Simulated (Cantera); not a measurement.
A Cantera script and what it prints.

```python
import numpy as np
import cantera as ct

gas_names = """
    CL CL2 H HCL H2 Si SiCL SiCL2 SiCL3 SiCL4 SiH SiHCL3 SiH2 SiH2CL2 SiH3 SiH3CL SiH4 Si2 Si3
""".split()
cond_names = """
    Si(cr) Si(L)
""".split()


# ... load() reads the species with a 1 bar reference pressure and builds the phases ...
atoms = {
    'Si2Cl6': {'Si': 2, 'CL': 6},
    'Cl2': {'CL': 2},
    'H2': {'H': 2},
}
top_T = {}  # K; cautious upper limits of use, not melting points


# ... equilibrate(T, P, feed) seeds the gas with the atoms and calls Mixture.equilibrate('TP', solver="vcs", rtol=1e-11, max_steps=5000) ...
results = []
feed = {'Si2Cl6': 1, 'Cl2': 0.0059, 'H2': 68}  # mol
T = 1748  # K
P = 100000  # Pa
mix = equilibrate(T, P, feed)
results.append((T, P, feed, dict(zip(mix.species_names, mix.species_moles))))
print(gas.report(threshold=1e-05))
for i in range(1, mix.n_phases):
    print(f"{mix.phase(i).name:16s} {mix.phase_moles(i):12.5e} mol")
```

Output:

```
       temperature   1748 K
          pressure   1e+05 Pa
           density   0.036444 kg/m^3
  mean mol. weight   5.2966 kg/kmol
   phase of matter   gas

                          1 kg             1 kmol
                     ---------------   ---------------
          enthalpy        7.0655e+06        3.7423e+07  J
   internal energy        4.3215e+06        2.2889e+07  J
           entropy             36310        1.9232e+05  J/K
    Gibbs function       -5.6405e+07       -2.9875e+08  J
 heat capacity c_p            6370.1             33740  J/K
 heat capacity c_v            4800.4             25426  J/K

                      mass frac. Y      mole frac. X     chem. pot. / RT
                     ---------------   ---------------   ---------------
                CL        7.1344e-05        1.0659e-05           -25.503
                 H        4.1901e-05        0.00022017            -9.567
               HCL           0.40108          0.058269            -35.07
                H2           0.35344           0.92858           -19.134
              SiCL        0.00012555        1.0466e-05           -30.596
             SiCL2           0.22769          0.012183           -56.099
             SiCL3          0.011947        0.00047072           -81.602
             SiCL4         0.0010407        3.2446e-05            -107.1
            SiHCL3          0.002909        0.00011376           -91.169
              SiH2        0.00010831        1.9058e-05           -24.228
           SiH2CL2         0.0013516        7.0881e-05           -75.233
            SiH3CL        0.00016961        1.3497e-05           -59.297
     [   +7 minor]        2.4939e-05        4.4637e-06

Si(L)             1.08301e+00 mol
```

These are equilibrium values from Cantera (NASA tables, ideal gas, pure condensed phases), not measurements of a reactor. The feed counts by its element totals alone. The tables' values for SiCl3, SiCl are old estimates; treat these amounts as uncertain. Gases not in the tables: Si2H6 and higher silanes.
